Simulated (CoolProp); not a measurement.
Saturated liquid density (kg/m³) of neopentane: the reference equation beside estimates from Tc = 160.6 °C, pc = 31.96 bar, ω = 0.196. Rackett uses Z = 0.29056 − 0.08775 ω.

The numbers come from the reference Helmholtz-energy equation of state, Lemmon 2006 in CoolProp. It is a short technical equation, of lower accuracy than the large ones.

```csv
T (°C),reference,Rackett,van der Waals,Redlich-Kwong,Soave-Redlich-Kwong
68.25,532.0,538.4,334.6,474.8,(withheld)
74.95,522.8,529.0,328.5,463.9,481.0
81.65,513.2,519.1,(withheld),452.5,469.6
88.45,503.0,508.7,315.5,440.4,457.4
95.15,492.5,498.0,308.6,427.8,(withheld)
101.85,481.3,486.7,301.2,(withheld),431.1
108.55,469.4,474.7,(withheld),400.7,416.7
115.25,456.6,461.9,285.2,385.8,(withheld)
122.05,442.5,447.9,276.1,369.6,384.2
128.75,(withheld),(withheld),266.3,352.3,365.9
135.45,410.1,415.7,255.4,333.2,345.5
```

### Question
Fill in the missing entries.

### Answer

- 68.25, Soave-Redlich-Kwong: 491.9
- 81.65, van der Waals: 322.2
- 95.15, Soave-Redlich-Kwong: 444.6
- 101.85, Redlich-Kwong: 414.7
- 108.55, van der Waals: 293.5
- 115.25, Soave-Redlich-Kwong: 401.2
- 128.75, reference: 427.2
- 128.75, Rackett: 432.7

Absolute difference from the reference over all 11 rows, mean and median: Rackett 1.2 and 1.2 %, van der Waals 37.4 and 37.4 %, Redlich-Kwong 14.2 and 13.8 %, Soave-Redlich-Kwong 10.9 and 10.4 %.
